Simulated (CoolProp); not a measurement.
Vapour-liquid equilibrium of CH2F2 (R32) (1) + methanol (2) at 0.304 MPa; x and y are mole fractions of (1).

Values from CoolProp's multi-fluid Helmholtz-energy mixture model, Tillner-Roth 1997 and de Reuck 1993; pair parameters Bell 2016.

```csv
x,bubble temperature (K),y at the bubble point,dew temperature at overall composition x (K),liquid density (mol/L)
0.05,305.3,(withheld),366.7,24.19
0.2,261.8,0.994,361.5,(withheld)
0.35,(withheld),0.997,355.5,24.90
0.5,251.5,0.997,(withheld),24.41
0.65,250.7,0.997,338.7,23.77
0.8,249.5,(withheld),324.9,23.03
0.95,(withheld),(withheld),295.7,22.24
```

Complete the blanks.


- 0.05, y at the bubble point: 0.918
- 0.2, liquid density (mol/L): 25.10
- 0.35, bubble temperature (K): 253.7
- 0.5, dew temperature at overall composition x (K): 348.1
- 0.8, y at the bubble point: 0.998
- 0.95, bubble temperature (K): 247.0
- 0.95, y at the bubble point: 0.999

No azeotrope shows between x = 0.05 and 0.95.

The pair parameters rest on a limited set of measurements; away from them the model extrapolates. With so large a gap from Raoult's law the liquid may split in two, which this calculation doesn't test in full.
